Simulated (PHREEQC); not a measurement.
A solution holds 0.0072 mol/kgw NaOH, 0.011 mol/kgw K2SiO3 and 0.00085 mol/kgw K2CO3, at 80 °C. Closed to the air; pH follows from the charge balance.

Model: ion-association model, wateq4f.dat, run in PHREEQC.

Each row changes one thing in this solution. This is a speciation only: nothing precipitates in the calculation.

| case | pH | ionic strength (mol/kgw) | H3SiO4- (mol/kgw) | H2SiO4-2 (mol/kgw) | H4SiO4 (mol/kgw) | SI of Quartz (SiO2) |
|---|---|---|---|---|---|---|
| as made | 10.77 | 0.0320 | 0.00987 | 0.000895 | 0.000233 | -0.33 |
| 0.0009 mol/kgw KNO3 added | 10.77 | 0.0329 | 0.00987 | 0.000897 | 0.000233 | -0.33 |
| K2CO3 from 0.00085 to 0.0085 mol/kgw | 10.77 | 0.0504 | 0.00981 | 0.000965 | 0.000225 | -0.35 |
| K2CO3 left out | 10.78 | 0.0301 | 0.00988 | 0.000887 | 0.000234 | -0.33 |
| diluted 10-fold with water | 9.89 | 0.00313 | 0.000907 | 7.84e-6 | 0.000185 | -0.44 |
| diluted 2-fold with water | 10.51 | 0.0158 | 0.00505 | 0.000222 | 0.000229 | -0.34 |

Constants without temperature data keep their 25 °C values here.
